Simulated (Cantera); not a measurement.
**Metals in furnace atmospheres: Ti + H2O + CO**

Input: 1 mol Ti, 0.76 mol H2O, 94 mol CO, held at 1.33 mbar.

Equilibrium computed with Cantera from the NASA thermochemical tables; the gas is ideal and each condensed phase is pure. Candidate condensed phases: C, C6H6, C7H8, C8H18, H2O, Ti, TiC, TiO, TiO2, Ti2O3, Ti3O5, Ti4O7; 113 gas species. Mutual solubility and eutectic melting of coexisting phases are not modelled. TiC, TiO: taken at fixed stoichiometry. Condensed phases not in the tables: solid solutions among these carbides, nitrides and lower oxides. The numbers say what is thermodynamically allowed, not how fast it happens.

```tsv
T (°C)	log p CO	log p H2	log p H	log p TiO	log p Ti	n TiC(s)	n Ti2O3(s)	n TiO(s)
1475	-2.88	-4.98	-6.13	-8.26	-9.41	0.297	0.351	0
1500	-2.88	-4.99	-6.04	-8.01	-9.09	0.121	0	0.878
1525	-2.88	-4.99	-5.95	-7.78	-8.78	0.121	0	0.878
1550	-2.88	-5.00	-5.86	-7.56	-8.48	0.121	0	0.877
1575	-2.88	-5.01	-5.78	-7.34	-8.18	0.121	0	0.876
1600	-2.88	-5.01	-5.70	-7.13	-7.90	0.120	0	0.874
1625	-2.88	-5.02	-5.62	-6.93	-7.62	0.120	0	0.870
1650	-2.88	-5.03	-5.54	-6.73	-7.35	0.119	0	0.864
```
log p: log10 of the partial pressure in bar; n: condensed amount in mol.

At 1475 °C the condensed part is TiC(s) + Ti2O3(s). From 1500 °C to 1650 °C the condensed part is TiC(s) + TiO(s). The main Ti-bearing gas is TiO throughout. The share of Ti in condensed phases is highest at 1475 °C (100.0 %) and lowest at 1650 °C (98.4 %).
